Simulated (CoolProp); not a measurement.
Vapour-liquid equilibrium of R125 (1) + R143a (2) at 206.1 K; x and y are mole fractions of (1).

Values from CoolProp's multi-fluid Helmholtz-energy mixture model, Lemmon 2005 and Lemmon and Jacobsen 2000; pair parameters Lemmon 2004.

Q: Give the bubble pressure and the first vapour's composition at x = 0.05, 0.125, 0.725. Is there an azeotrope?

A: x = 0.05: 35.34 kPa, y = 0.042; x = 0.125: 34.92 kPa, y = 0.110; x = 0.725: 34.45 kPa, y = 0.746. y crosses x between x = 0.425 and 0.5: the model has an azeotrope there.

The pair parameters rest on a limited set of measurements; away from them the model extrapolates.
